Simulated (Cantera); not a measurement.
An adiabatic, constant-pressure homogeneous reactor starts with CH₄ : O₂ : N₂ = 1 : 3.39 : 12.7 (molar parts), at 1400 K and 460000 Pa. Integrator tolerance rtol = 1e-08.

Model: GRI-Mech 3.0 (53 species, 325 reactions), integrated in Cantera.

Question: What does this change do: 0.019 parts H2 added?

Answer: 
```tsv
quantity	before	after
time of steepest temperature rise	0.799 ms	0.712 ms
temperature at 1.00 s	2493 K	2497 K
equilibrium temperature	2493 K	2497 K
x(CH₄) at 1.00 s	<1e-12 (gas-phase equilibrium <1e-12)	<1e-12 (gas-phase equilibrium <1e-12)
x(O₂) at 1.00 s	0.0738 (gas-phase equilibrium 0.0738)	0.0732 (gas-phase equilibrium 0.0732)
x(C₂H₂) at 1.00 s	<1e-12 (gas-phase equilibrium <1e-12)	<1e-12 (gas-phase equilibrium <1e-12)
x(CH₂CO) at 1.00 s	<1e-12 (gas-phase equilibrium <1e-12)	<1e-12 (gas-phase equilibrium <1e-12)
x(C₂H) at 1.00 s	<1e-12 (gas-phase equilibrium <1e-12)	<1e-12 (gas-phase equilibrium <1e-12)
x(CH₂O) at 1.00 s	6.85e-12 (gas-phase equilibrium 6.85e-12)	7.25e-12 (gas-phase equilibrium 7.25e-12)
```
